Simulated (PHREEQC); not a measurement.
H3PO4 is added in steps, without added water, to 1 kg of water holding 0.25 mol/kgw NH4HF2, 4.9e-05 mol/kgw (NH4)2SiF6, 0.077 mol/kgw HBF4 and 0.0035 mol/kgw HCl, at 38 °C. Oxygen is held at 0.21 atm. CO2 from the air is kept out. The run lets SiO2(a) precipitate or redissolve, and no other solid.

Base run: PHREEQC, ion-association model, wateq4f.dat. Each further column changes one thing. The table gives pH.

```
H3PO4 added (mol)  base  database phreeqc.dat  all activity coefficients set to 1  metal-ligand complexes left out  Debye-Hückel limiting law
-----------------  ----  --------------------  ----------------------------------  -------------------------------  -------------------------
0                  2.87                  2.64                                3.06                             2.87                       2.80
0.015              2.81                  2.58                                2.99                             2.81                       2.74
0.0275             2.76                  2.52                                2.94                             2.76                       2.69
0.0425             2.70                  2.47                                2.88                             2.70                       2.63
0.0575             2.65                  2.41                                2.83                             2.65                       2.58
0.0725             2.59                  2.36                                2.77                             2.59                       2.52
0.085              2.55                  2.32                                2.72                             2.55                       2.48
0.1                2.50                  2.28                                2.67                             2.50                       2.43
```

wateq4f.dat counts part of the HF as a dimer, H2F2, which phreeqc.dat doesn't know; its constant is uncertain. H3PO4, which wateq4f.dat lacks, is added to it with the constant of phreeqc.dat. At this temperature some constants are extrapolated from 25 °C, and those without enthalpy data are left unchanged. SiF6-2 is the database's only silicon fluoride. Real BF4- forms and hydrolyses slowly; the run takes it at equilibrium. phreeqc.dat and wateq4f.dat share most of their constants, so their agreement is no independent check.
